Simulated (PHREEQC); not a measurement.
A solution holds 0.23 mol CuCl2, 1.9 mol HNO3 and 0.0039 mol FeCl3 per kg of water, at 25 °C. Closed to the air; pH follows from the charge balance.

The numbers come from PHREEQC with the ion-association model, phreeqc.dat.

Each row changes one thing in this solution. Precipitation was switched off in this run.

```json
[
 {"case": "as made", "pH": "-0.14", "Cl- (mol/kgw)": "0.427", "Cu+2 (mol/kgw)": "0.190", "CuCl+ (mol/kgw)": "0.0381", "CuCl2 (mol/kgw)": "0.00155", "CuOH+ (mol/kgw)": "3.86e-10"},
 {"case": "FeCl3 from 0.0039 to 0.00585 mol/kgw", "pH": "-0.14", "Cl- (mol/kgw)": "0.430", "Cu+2 (mol/kgw)": "0.190", "CuCl+ (mol/kgw)": "0.0383", "CuCl2 (mol/kgw)": "0.00157", "CuOH+ (mol/kgw)": "3.85e-10"},
 {"case": "diluted 5-fold with water", "pH": "0.54", "Cl- (mol/kgw)": "0.0912", "Cu+2 (mol/kgw)": "0.0433", "CuCl+ (mol/kgw)": "0.00263", "CuCl2 (mol/kgw)": "4.80e-5", "CuOH+ (mol/kgw)": "5.61e-10"},
 {"case": "temperature from 25 to 35 °C", "pH": "-0.14", "Cl- (mol/kgw)": "0.411", "Cu+2 (mol/kgw)": "0.175", "CuCl+ (mol/kgw)": "0.0528", "CuCl2 (mol/kgw)": "0.00227", "CuOH+ (mol/kgw)": "3.51e-10"},
 {"case": "temperature from 25 to 20 °C", "pH": "-0.14", "Cl- (mol/kgw)": "0.434", "Cu+2 (mol/kgw)": "0.197", "CuCl+ (mol/kgw)": "0.0316", "CuCl2 (mol/kgw)": "0.00124", "CuOH+ (mol/kgw)": "[?]"},
 {"case": "0.11 mol/kgw Sr(NO3)2 added", "pH": "-0.14", "Cl- (mol/kgw)": "0.427", "Cu+2 (mol/kgw)": "0.191", "CuCl+ (mol/kgw)": "0.0377", "CuCl2 (mol/kgw)": "0.00140", "CuOH+ (mol/kgw)": "3.81e-10"},
 {"case": "diluted 100-fold with water", "pH": "1.78", "Cl- (mol/kgw)": "[?]", "Cu+2 (mol/kgw)": "[?]", "CuCl+ (mol/kgw)": "1.62e-5", "CuCl2 (mol/kgw)": "2.97e-8", "CuOH+ (mol/kgw)": "[?]"},
 {"case": "FeCl3 replaced by CaCl2 at the same molality", "pH": "-0.14", "Cl- (mol/kgw)": "0.427", "Cu+2 (mol/kgw)": "0.190", "CuCl+ (mol/kgw)": "0.0381", "CuCl2 (mol/kgw)": "0.00155", "CuOH+ (mol/kgw)": "3.86e-10"}
]
```

Task: Some entries are withheld; supply them.

Result: 
- temperature from 25 to 20 °C, CuOH+ (mol/kgw): 4.02e-10
- diluted 100-fold with water, Cl- (mol/kgw): 0.00470
- diluted 100-fold with water, Cu+2 (mol/kgw): 0.00228
- diluted 100-fold with water, CuOH+ (mol/kgw): 8.98e-10

The ionic strength passes 0.7 mol/kgw, the rough limit of the ion-association models, in as made; FeCl3 from 0.0039 to 0.00585 mol/kgw; temperature from 25 to 35 °C; temperature from 25 to 20 °C; 0.11 mol/kgw Sr(NO3)2 added; FeCl3 replaced by CaCl2 at the same molality. Some of these states are supersaturated (in Hematite (slow to form), Goethite (slow to form), for instance).
